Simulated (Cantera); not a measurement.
An isothermal, constant-pressure homogeneous reactor starts with NH3 : H2 = 1 : 1.2 (molar parts), at 1550 K and 1500 Pa.

Computed with Cantera and the gas-phase N/H chemistry of the illustrative SiF4/NH3 mechanism in the Surface Chemkin manual (1991). Walls and surfaces, which speed up NH3 decomposition in real reactors, are not modelled.

### Question
Predict: x(NH3) at 200 s; x(H2) at 200 s; x(N2H4) at 200 s; x(N2H2) at 200 s; x(NH) at 200 s.

### Answer
```
Item                                                Result
----------------  ----------------------------------------
x(NH3) at 200 s      0.274 (gas-phase equilibrium 2.43e-7)
x(H2) at 200 s         0.664 (gas-phase equilibrium 0.844)
x(N2H4) at 200 s    1.95e-9 (gas-phase equilibrium <1e-12)
x(N2H2) at 200 s    2.04e-7 (gas-phase equilibrium <1e-12)
x(NH) at 200 s    3.17e-7 (gas-phase equilibrium 3.73e-12)
```
